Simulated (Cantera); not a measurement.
Charge: 1 mol Cu2O, 6.6 mol C, 1.9 mol N2, at 2375 K and 0.810 bar.

Equilibrium computed with Cantera from the NASA thermochemical tables; the gas is ideal and each condensed phase is pure. Candidate condensed phases: C, Cu, CuO, Cu2O; 27 gas species. The numbers say what is thermodynamically allowed, not how fast it happens.

Base state: N2 0.590, CO 0.311, Cu 0.0983, Cu2 0.00116, CN 2.95e-5, C2N2 2.08e-5 (mole fractions); condensed: C(graphite) + Cu(l).

Problem. What changes in the equilibrium state with this change: temperature from 2375 K to 2525 K?

Solution. 
```csv
species,before,after
N2,0.590,0.492
CO,0.311,0.259
Cu,0.0983,0.245
Cu2,0.00116,0.00399
CN,2.95e-5,9.86e-5
C2N2,2.08e-5,4.43e-5
"C(graphite), mol",5.60,5.60
"Cu(l), mol",1.68,1.02
```

Problem. What changes in the equilibrium state with this change: temperature from 2375 K to 2098 K?

Solution. 
```
species            before    after
----------------  -------  -------
N2                  0.590    0.647
CO                  0.311    0.340
Cu                 0.0983   0.0126
CN                2.95e-5  1.71e-6
Cu2               0.00116  7.17e-5
C2N2              2.08e-5  2.83e-6
C(graphite), mol     5.60     5.60
Cu(l), mol           1.68     1.96
```

Problem. What changes in the equilibrium state with this change: pressure from 0.810 bar to 0.100 bar?

Solution. 
| species | before | after |
|---|---|---|
| Cu | 0.0983 | 0.404 |
| N2 | 0.590 | 0.389 |
| CO | 0.311 | 0.205 |
| CN | 2.95e-5 | 6.81e-5 |
| Cu2 | 0.00116 | 0.00242 |
| C2N2 | 2.08e-5 | 1.37e-5 |
| C(graphite), mol | 5.60 | 5.60 |
| Cu(l), mol | 1.68 | 0 |
